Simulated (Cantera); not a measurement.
## Equilibrium for silicon nitride deposition: Si₂Cl₆ + NH₃ + N₂

Input: 1 mol Si₂Cl₆, 28 mol NH₃, 34 mol N₂, at 93.0 mbar.

Equilibrium computed with Cantera from the NASA thermochemical tables; the gas is ideal and each condensed phase is pure. Candidate condensed phases: NH₄Cl, Si, Si₃N₄; 28 gas species. The feed counts by its element totals alone. The tables' values for SiCl, SiCl₃, SiN are old estimates; treat these amounts as uncertain. Gases not in the tables: Si₂H₆ and higher silanes. Equilibrium is a limit: real reactors are often held back by kinetics, nucleation or transport.

From 975 °C to 1575 °C the condensed part is Si₃N₄(s). From 1650 °C to 1800 °C the condensed part is Si(l). The main Si-bearing gas is SiCl₄ at 975 °C and SiCl₂ at 1800 °C. The share of Si in condensed phases is highest at 975 °C (99.9 %) and lowest at 1800 °C (44.8 %).

```
T (°C)   x N₂   x H₂   x HCl   x SiCl₂       x H  n Si₃N₄(s)  n Si(l)
------  -----  -----  ------  --------  --------  ----------  -------
975     0.509  0.425  0.0654   4.67e-6   9.99e-7       0.666        0
1050    0.509  0.425  0.0654   1.96e-5   3.39e-6       0.666        0
1125    0.509  0.426  0.0652   7.00e-5   1.01e-5       0.664        0
1200    0.509  0.426  0.0649  0.000217   2.71e-5       0.659        0
1275    0.509  0.426  0.0641  0.000591   6.59e-5       0.647        0
1350    0.510  0.426  0.0624   0.00141  0.000148       0.622        0
1425    0.510  0.427  0.0592   0.00295  0.000310       0.574        0
1500    0.511  0.429  0.0542   0.00532  0.000611       0.500        0
1575    0.512  0.431  0.0480   0.00835   0.00114       0.404        0
1650    0.515  0.429  0.0421    0.0109   0.00202           0    0.938
1725    0.515  0.427  0.0429    0.0104   0.00344           0    0.941
1800    0.514  0.425  0.0436   0.00984   0.00562           0    0.896
```
x: gas mole fraction; n: condensed amount in mol.
